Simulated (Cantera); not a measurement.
Input: 1 mol SiC, 0.066 mol H2O, 5.6 mol H2, 0.024 mol O2, equilibrated at 2150 K and 1000 Pa.

Equilibrium computed with Cantera from the NASA thermochemical tables; the gas is ideal and each condensed phase is pure. Candidate condensed phases: C, C6H6, C7H8, C8H18, H2O, Si, SiC, SiO2; 123 gas species. Gases not in the tables: Si2H6 and higher silanes. The numbers say what is thermodynamically allowed, not how fast it happens.

Base state: H2 0.929, H 0.0407, CO 0.0149, Si 0.00969, SiO 0.00423, Si2C 0.000477, SiH 0.000457, SiH2 9.41e-5 (mole fractions); condensed: SiC(s).

Q: What changes in the equilibrium state with this change: pressure from 1000 Pa to 5500 Pa?

A: 
```
species             before     after
----------------  --------  --------
H2                   0.929     0.959
H                   0.0407    0.0176
CO                  0.0149    0.0114
Si                 0.00969   0.00278
SiO                0.00423   0.00806
SiC2               3.47e-5   4.00e-6
Si2C              0.000477  0.000137
C2H2 (acetylene)   8.14e-5   3.39e-5
Si2                6.06e-5   2.73e-5
SiH2               9.41e-5  0.000153
SiC(s), mol          0.907     0.932
```
